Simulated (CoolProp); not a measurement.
Vapour-liquid equilibrium of R152A (1) + isobutane (2) at 19.1 bar; x and y are mole fractions of (1).

The numbers come from the multi-fluid Helmholtz-energy mixture model, Outcalt 1996 and Bücker 2006; pair parameters Bell 2016 in CoolProp.

Q: Give the bubble temperature and the first vapour's composition at x = 0.05, 0.65, 0.75. Is there an azeotrope?

A: x = 0.05: 92.6 °C, y = 0.105; x = 0.65: 68.2 °C, y = 0.692; x = 0.75: 67.7 °C, y = 0.757. y crosses x between x = 0.75 and 0.85: the model has an azeotrope there.

Pair parameters are fitted to limited data, so mixtures are less certain than the pure fluids.
